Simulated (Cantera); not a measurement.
A closed system holds: 1 mol Si2H6, 0.52 mol H2O, 4.1 mol H2, held at 7.05 Torr.

Cantera equilibrium calculation (NASA polynomials, part measured and part estimated; ideal gas, pure solids and liquids). Candidate condensed phases: H2O, Si, SiO2; 18 gas species. The feed counts by its element totals alone. The numbers say what is thermodynamically allowed, not how fast it happens.

Task: Which condensed phases are stable at each of these points (T (°C)): 300, 350, 400, 450, 500, 550, 600?

Result: 
```csv
T (°C),condensed phases,Si condensed (%)
300,Si(s) + SiO2(α-quartz),100.0
350,Si(s) + SiO2(α-quartz),100.0
400,Si(s) + SiO2(α-quartz),100.0
450,Si(s) + SiO2(α-quartz),100.0
500,Si(s) + SiO2(α-quartz),100.0
550,Si(s) + SiO2(α-quartz),100.0
600,Si(s) + SiO2(β-quartz),100.0
```

From 300 °C to 550 °C the condensed part is Si(s) + SiO2(α-quartz). At 600 °C the condensed part is Si(s) + SiO2(β-quartz).
